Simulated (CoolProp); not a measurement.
Properties of n-pentane along the isotherm 252.15 °C (Tc = 196.5 °C, pc = 33.68 bar, ω = 0.251).

Computed with CoolProp (reference Helmholtz-energy equation of state, Thol 2019).

```csv
p (bar),phase,cp (kJ/(kg K)),cv (kJ/(kg K)),isothermal compressibility (1/MPa),viscosity (µPa s),Prandtl number
14,gas,2.736,2.543,0.8002,11.2,0.677
28.1,gas,2.941,2.584,0.4694,10.7,0.649
42.1,supercritical,3.401,2.637,0.3997,10.9,0.660
56.1,supercritical,4.282,2.684,0.3554,12.6,0.768
70.2,supercritical,4.197,2.670,0.1681,16.3,0.895
84.2,supercritical,3.832,2.646,0.08182,20.3,1.01
98.2,supercritical,3.624,2.632,0.05014,23.9,1.11
112,supercritical,3.499,2.623,0.03541,27.1,1.20
126,supercritical,3.415,2.618,0.02700,30.0,1.27
140,supercritical,3.354,2.614,0.02170,32.7,1.34
154,supercritical,3.308,2.612,0.01808,35.2,1.40
168,supercritical,3.271,2.610,0.01547,37.5,1.46
```

The peak of cp marks the crossing from liquid-like to gas-like fluid above the critical point.

Viscosity comes from a separate model (Quiñones-Cisneros 2006), older than the equation that it now runs on, and unchecked against measurements. Thermal conductivity comes from a separate model (Vassiliou 2015).
